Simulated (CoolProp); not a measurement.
Hexamethyldisiloxane (MM) along the isotherm 251.55 °C: fugacity coefficient from the reference equation and from simpler models built on Tc = 245.6 °C, pc = 1.931 MPa, ω = 0.418; each cubic takes its own stable root.

Values from CoolProp's reference Helmholtz-energy equation of state, Thol 2016.

```tsv
p (MPa)	phase	reference
0.322	gas	0.9433
0.644	gas	0.8876
0.966	gas	0.8328
1.29	gas	0.7784
1.61	gas	0.7247
1.93	gas	0.6695
2.25	supercritical	0.6057
2.57	supercritical	0.5470
2.9	supercritical	0.4993
```

**Question.** How far does each simpler model (van der Waals, Redlich-Kwong, Peng-Robinson) lie from the reference over these 9 states: mean and median of the absolute difference, and the worst?

**Answer.** 
- van der Waals: mean 4.6 %, median 4.7 %, worst +8.4 % at 251.55 °C and 2.9 MPa
- Redlich-Kwong: mean 1.4 %, median 1.4 %, worst +2.8 % at 251.55 °C and 2.9 MPa
- Peng-Robinson: mean 0.9 %, median 0.9 %, worst -1.3 % at 251.55 °C and 1.93 MPa
